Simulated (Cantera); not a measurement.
Charge: 1 mol Cu₂O, 0.68 mol CH₄, 0.31 mol H₂, 1.4 mol C, at 11.0 Pa.

Method: chemical equilibrium by Gibbs-energy minimisation in Cantera with the NASA 1993 tables (ideal gas, pure condensed phases). Candidate condensed phases: C, C₆H₆, C₇H₈, C₈H₁₈, Cu, CuO, Cu(OH)₂, Cu₂O, H₂O; 113 gas species. Rates play no part.

log p: log10 of the partial pressure in bar; n: condensed amount in mol.

```tsv
T (K)	log p H₂	log p Cu	log p CO	log p H	log p C₂H₂ (acetylene)	log p Cu₂	n C(graphite)	n Cu(s)	n Cu(l)
1100	-4.16	-9.23	-4.39	-9.67	-12.04	-14.32	1.08	2.00	0
1200	-4.16	-7.91	-4.39	-8.79	-11.15	-12.46	1.08	2.00	0
1300	-4.16	-6.80	-4.39	-8.04	-10.40	-10.89	1.08	2.00	0
1400	-4.17	…	-4.39	…	…	…	1.08	0	…
1500	-4.20	-5.08	-4.42	-6.85	-9.24	-8.49	1.08	0	1.78
1600	-4.36	-4.40	-4.58	-6.44	-8.92	-7.55	1.08	0	0.482
1700	-4.41	-4.33	-4.63	…	…	…	1.08	0	0
1800	-4.42	-4.33	-4.63	-5.66	-8.18	-8.11	1.08	0	0
1900	-4.44	-4.34	-4.64	-5.32	-7.86	-8.42	1.08	0	0
2000	-4.48	-4.35	-4.65	-5.03	-7.60	-8.71	1.08	0	0
2100	-4.55	-4.36	-4.66	-4.78	-7.39	-8.98	1.08	0	0
2200	-4.67	-4.38	-4.68	-4.58	-7.26	-9.25	1.07	0	0
```

Task: Some entries are withheld; supply them.

Result: 
- 1700, log p H: -6.04
- 1700, log p C₂H₂ (acetylene): -8.55
- 1700, log p Cu₂: -7.78
- 1400, log p Cu: -5.87
- 1400, log p H: -7.40
- 1400, log p C₂H₂ (acetylene): -9.77
- 1400, log p Cu₂: -9.58
- 1400, n Cu(l): 1.97
